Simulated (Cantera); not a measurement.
A closed system holds: 1 mol Si(CH3)4, 0.016 mol C3H8, 470 mol H2, held at 1348 K and 0.133 bar.

These are equilibrium values from Cantera (NASA tables, ideal gas, pure condensed phases), not measurements of a reactor. Candidate condensed phases: C, C6H6, C7H8, C8H18, Si, SiC; 87 gas species. Equilibrium is a limit: real reactors are often held back by kinetics, nucleation or transport.

Problem. What is the equilibrium state?

Solution. 
```
Item                                  Value
--------------------------------  ---------
x(H2)                                 0.999
x(CH4)                             0.000777
x(H)                                6.33e-6
x(C2H2 (acetylene))                 1.20e-6
n(C(graphite))                     2.68 mol
n(SiC(s))                         1.000 mol
gas amount                        475.7 mol
log10 activity of Si(s) (absent)      -2.42
```
